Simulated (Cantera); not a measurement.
An isothermal, constant-pressure homogeneous reactor starts with CH₂O : O₂ : N₂ = 0.0039 : 0.021 : 1 (molar parts), at 1448 K and 1200 Torr. Integrator tolerance rtol = 1e-08.

Detailed kinetics in Cantera: GRI-Mech 3.0 (53 species, 325 reactions).

Problem. What does this change do: temperature 1448 to 1050 K?

Solution. 
| quantity | before | after |
|---|---|---|
| x(CH₂O) at 100 s | <1e-12 (gas-phase equilibrium <1e-12) | <1e-12 (gas-phase equilibrium <1e-12) |
| x(O₂) at 100 s | 0.0167 (gas-phase equilibrium 0.0165) | 0.0167 (gas-phase equilibrium 0.0167) |
| x(NO₂) at 100 s | 2.88e-9 (gas-phase equilibrium 6.59e-7) | 7.31e-11 (gas-phase equilibrium 2.28e-7) |
| x(CH₃) at 100 s | <1e-12 (gas-phase equilibrium <1e-12) | <1e-12 (gas-phase equilibrium <1e-12) |
| x(NO) at 100 s | 1.28e-6 (gas-phase equilibrium 0.000295) | 6.35e-9 (gas-phase equilibrium 1.67e-5) |
| x(HCN) at 100 s | <1e-12 (gas-phase equilibrium <1e-12) | <1e-12 (gas-phase equilibrium <1e-12) |

Problem. What does this change do: 0.0018 parts CH4 added?

Solution. 
| quantity | before | after |
|---|---|---|
| x(CH₂O) at 100 s | <1e-12 (gas-phase equilibrium <1e-12) | <1e-12 (gas-phase equilibrium <1e-12) |
| x(O₂) at 100 s | 0.0167 (gas-phase equilibrium 0.0165) | 0.0131 (gas-phase equilibrium 0.0130) |
| x(NO₂) at 100 s | 2.88e-9 (gas-phase equilibrium 6.59e-7) | 3.50e-9 (gas-phase equilibrium 5.18e-7) |
| x(CH₃) at 100 s | <1e-12 (gas-phase equilibrium <1e-12) | <1e-12 (gas-phase equilibrium <1e-12) |
| x(NO) at 100 s | 1.28e-6 (gas-phase equilibrium 0.000295) | 1.76e-6 (gas-phase equilibrium 0.000262) |
| x(HCN) at 100 s | <1e-12 (gas-phase equilibrium <1e-12) | <1e-12 (gas-phase equilibrium <1e-12) |
